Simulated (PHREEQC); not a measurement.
# Polishing slurry liquid (model solution)

Dissolve 1.7 mol KOH, 0.017 mol Al(NO3)3 and 0.00081 mol CuSO4 per kg of water at 50 °C. Closed to the air; pH follows from the charge balance.

Model: ion-association model, wateq4f.dat, run in PHREEQC.

Precipitation was switched off in this run.

Problem. What pH, activity of water does the model give?

Solution. pH 13.24; activity of water 0.942.

Problem. In which forms is Cu present?

Solution. Cu(OH)4-2 71 %, Cu(OH)3- 18 %, Cu(OH)2 11 % of the Cu.

Saturation is exceeded, for instance for Cu(OH)2, Tenorite (slow to form); the values hold only as long as no solid forms. Caution: at this ionic strength the ion-association model is outside its range; a Pitzer model would be the better tool where its parameters exist. At this temperature some constants are extrapolated from 25 °C, and those without enthalpy data are left unchanged. The database's constant for dissolved Cu(OH)2 is higher than later reviews accept.
